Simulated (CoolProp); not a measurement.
A simple Rankine cycle with R1132(E): condensing at 297.15 K, boiler at 3.75 MPa, turbine inlet 373.2 K, turbine efficiency 0.6, pump efficiency 0.6, no recuperator. Each further row changes one setting.

The numbers come from the reference Helmholtz-energy equation of state, Akasaka 2024 in CoolProp.

| case | thermal efficiency (%) | net work (kJ/kg) | heat in (kJ/kg) | turbine exit temperature (K) | volume ratio over the turbine |
|---|---|---|---|---|---|
| as stated | 5.3 | 14.6 | 278 | 335.7 | 2.34 |
| turbine inlet 393.2 K | 5.5 | 16.7 | 306 | 357.7 | 2.31 |
| condensing temperature 289.15 K | 6.4 | 18.7 | 293 | 327.8 | 2.90 |
| boiler pressure 2.62 MPa | 3.4 | 9.90 | 295 | 353.7 | 1.61 |
| turbine efficiency 0.5 | 4.1 | 11.5 | 278 | 338.3 | 2.37 |
